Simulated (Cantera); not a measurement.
A closed system holds: 1 mol Cr, 0.59 mol N2O, 54 mol H2, at 3400 Pa.

These are equilibrium values from Cantera (NASA tables, ideal gas, pure condensed phases), not measurements of a reactor. Candidate condensed phases: Cr, CrN, Cr2N, Cr2O3, H2O; 29 gas species. Mutual solubility and eutectic melting of coexisting phases are not modelled. The numbers say what is thermodynamically allowed, not how fast it happens.

What share of the Cr ends up in condensed phases as a function of T (K), at 1075, 1275, 1475, 1675, 1875, 2075, 2275?


| T (K) | Cr condensed (%) | as |
|---|---|---|
| 1075 | 100.0 | Cr2N(s) + Cr2O3(s) |
| 1275 | 100.0 | Cr(s) + Cr2O3(s) |
| 1475 | 99.9 | Cr(s) + Cr2O3(s) |
| 1675 | 97.8 | Cr(s) + Cr2O3(s) |
| 1875 | 58.5 | Cr(s) + Cr2O3(s) |
| 2075 | 0.0 | - |
| 2275 | 0.0 | - |
